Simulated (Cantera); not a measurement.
Input: 1 mol CH3F, 2.2 mol H2, at 3075 °C and 0.133 bar.

Method: chemical equilibrium by Gibbs-energy minimisation in Cantera with the NASA 1993 tables (ideal gas, pure condensed phases). Candidate condensed phases: C, C6H6, C7H8, C8H18; 95 gas species. Equilibrium is a limit: real reactors are often held back by kinetics, nucleation or transport.

Task: What is the equilibrium state?

Result: x(H): 0.539
x(H2): 0.228
x(HF): 0.158
x(C3): 0.0262
x(C2H2 (acetylene)): 0.0193
x(C2H): 0.0122
x(C): 0.00547
x(F): 0.00408
x(C2): 0.00384
gas amount: 6.128 mol
log10 activity of C(graphite) (absent): -0.13
